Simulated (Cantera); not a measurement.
An adiabatic, constant-volume homogeneous reactor starts with 13.2 % CH₄, 1.08 % H₂, 18.0 % O₂, 67.7 % N₂, at 1000 K and 4.93 atm.

Cantera simulation using GRI-Mech 3.0 (53 species, 325 reactions); the numbers are that mechanism's predictions, not measurements.

**Question.** Predict: time of steepest temperature rise; temperature at 3.00 s; equilibrium temperature; x(H₂) at 3.00 s; x(O₂) at 3.00 s.

**Answer.** 
| Property | Result |
|---|---|
| time of steepest temperature rise | 33.2 ms |
| temperature at 3.00 s | 2775 K |
| equilibrium temperature | 2775 K |
| x(H₂) at 3.00 s | 0.0747 (gas-phase equilibrium 0.0747) |
| x(O₂) at 3.00 s | 0.000141 (gas-phase equilibrium 0.000141) |
